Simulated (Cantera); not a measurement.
A closed system holds: 1 mol Si, a varied amount of HCl, 3 mol H₂, held at 750 K and 150000 Pa.

Equilibrium computed with Cantera from the NASA thermochemical tables; the gas is ideal and each condensed phase is pure. Candidate condensed phases: Si; 19 gas species. The tables' values for SiCl₃ are old estimates; treat these amounts as uncertain. Rates play no part.

x: gas mole fraction; n: condensed amount in mol.

| n(HCl) (mol) | x H₂ | x SiCl₄ | x HCl | x SiHCl₃ | n Si(s) |
|---|---|---|---|---|---|
| 0.73 | 0.940 | 0.0298 | 0.000455 | 0.0279 | 0.790 |
| 0.87 | 0.931 | 0.0353 | 0.000472 | 0.0315 | 0.751 |
| 1 | 0.923 | 0.0402 | 0.000485 | 0.0346 | 0.714 |
| 1.2 | 0.911 | (withheld) | 0.000502 | (withheld) | (withheld) |
| 1.5 | 0.895 | 0.0573 | 0.000522 | 0.0444 | 0.575 |
| 1.8 | 0.881 | 0.0664 | 0.000538 | 0.0493 | 0.492 |
| 2.1 | 0.868 | 0.0748 | 0.000550 | 0.0535 | 0.409 |
| 2.5 | 0.853 | 0.0849 | 0.000563 | 0.0583 | 0.299 |
| 3 | 0.837 | (withheld) | 0.000575 | 0.0633 | (withheld) |
| 3.6 | 0.821 | 0.110 | 0.000616 | 0.0661 | 0 |
| 4.3 | 0.792 | 0.158 | 0.0488 | 0.00116 | 0 |
| 5.1 | 0.704 | 0.141 | 0.155 | 0.000288 | 0 |

**Question.** Fill in the missing entries.

**Answer.** 
- 1.2, x SiCl₄: 0.0473
- 1.2, x SiHCl₃: 0.0388
- 1.2, n Si(s): 0.658
- 3, x SiCl₄: 0.0961
- 3, n Si(s): 0.161
